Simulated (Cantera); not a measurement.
An isothermal, constant-pressure homogeneous reactor starts with N2O : H2O = 1 : 0.011 (molar parts), at 1225 K and 760 Torr.

Model: GRI-Mech 3.0 (53 species, 325 reactions), integrated in Cantera. GRI-Mech 3.0 was tuned for natural gas; its chemistry of N2O as a main component is partial and can be far from experiment. The mechanism lacks the step 2 NO + O2 → 2 NO2, which can matter for NO2 below about 1400 K. The temperature is held fixed by assumption; the heat of reaction is taken as removed at once.

One state of this run: x N2O = 6.18e-7; x H2O = 0.00728; x N2 = 0.637; x H2 = 2.79e-10; x NO2 = 0.000901; x HO2 = 6.31e-9; x NO = 0.0496. x: mole fraction; the columns are a selection and need not sum to one.

Which value of t (s) does it belong to?
A) 0.00351
B) 0.0152
C) 100
D) 0.0658

C, 100
